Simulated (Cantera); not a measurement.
Input (Python, Cantera):

```python
import numpy as np
import cantera as ct

gas = ct.Solution("gri30.yaml")
gas.TPX = 1175, 170000, {'CO': 0.0084, 'O2': 0.037, 'H2O': 0.0042, 'N2': 1}
reactor = ct.IdealGasConstPressureReactor(gas, energy="off", clone=False)
net = ct.ReactorNet([reactor])
net.rtol, net.atol = 1e-08, 1e-18
show = ['CO', 'O2', 'H2O', 'H', 'H2O2', 'CO2', 'HO2']
times = np.geomspace(0.0001, 80, 10)

steps = ct.SolutionArray(gas, extra=["t"])
rows = []
print(f"{'t/s':>10s}{'T/K':>9s}{'P/Pa':>11s}" + "".join(f"{s:>11s}" for s in show))
for t in times:
    while net.time < t:
        t_next = net.step()
        steps.append(gas.state, t=t_next)
    rows.append([np.interp(t, steps.t, y) for y in (steps.T, steps.P, *steps(*show).X.T)])
    print(f"{t:10.3e}{rows[-1][0]:9.1f}{rows[-1][1]:11.4g}" + "".join(f"{x:11.3e}" for x in rows[-1][2:]))
rate = np.gradient(steps.T, steps.t)
print("integrator steps:", len(steps.t))
if steps.T.max() > steps.T[0] + 200:
    print(f"time of steepest temperature rise: {steps.t[rate.argmax()]:.4e} s")
gas.TPX = 1175, 170000, {'CO': 0.0084, 'O2': 0.037, 'H2O': 0.0042, 'N2': 1}
gas.equilibrate("TP")
print(f"equilibrium (TP): T = {gas.T:.1f} K  " + "  ".join(f"{s} {gas[s].X[0]:.3e}" for s in show))
```

Output:

```
       t/s      T/K       P/Pa         CO         O2        H2O          H       H2O2        CO2        HO2
 1.000e-04   1175.0    1.7e+05  8.003e-03  3.525e-02  4.002e-03  2.280e-11  9.718e-16  1.739e-09  3.987e-11
 4.528e-04   1175.0    1.7e+05  8.003e-03  3.525e-02  4.002e-03  3.165e-10  1.774e-13  1.563e-08  2.119e-09
 2.050e-03   1175.0    1.7e+05  8.001e-03  3.525e-02  4.001e-03  3.654e-08  8.544e-10  2.141e-06  4.162e-07
 9.283e-03   1175.0    1.7e+05  4.378e-03  3.346e-02  3.978e-03  4.904e-06  1.964e-07  3.639e-03  5.420e-06
 4.203e-02   1175.0    1.7e+05  5.918e-04  3.165e-02  4.009e-03  3.029e-07  4.271e-08  7.441e-03  1.790e-06
 1.903e-01   1175.0    1.7e+05  2.524e-05  3.139e-02  4.016e-03  4.333e-09  2.411e-09  8.010e-03  1.462e-07
 8.618e-01   1175.0    1.7e+05  5.188e-07  3.138e-02  4.017e-03  3.737e-11  1.582e-10  8.035e-03  4.672e-09
 3.902e+00   1175.0    1.7e+05  1.660e-09  3.138e-02  4.017e-03  3.320e-12  4.220e-11  8.035e-03  8.705e-10
 1.767e+01   1175.0    1.7e+05  3.452e-10  3.138e-02  4.017e-03  1.127e-12  1.833e-11  8.035e-03  5.612e-10
 8.000e+01   1175.0    1.7e+05  3.350e-10  3.138e-02  4.017e-03  1.083e-12  1.769e-11  8.035e-03  5.552e-10
integrator steps: 1673
equilibrium (TP): T = 1175.0 K  CO 3.352e-10  O2 3.134e-02  H2O 4.017e-03  H 1.083e-12  H2O2 1.768e-11  CO2 8.035e-03  HO2 5.548e-10
```

Model: GRI-Mech 3.0 (53 species, 325 reactions), integrated in Cantera.
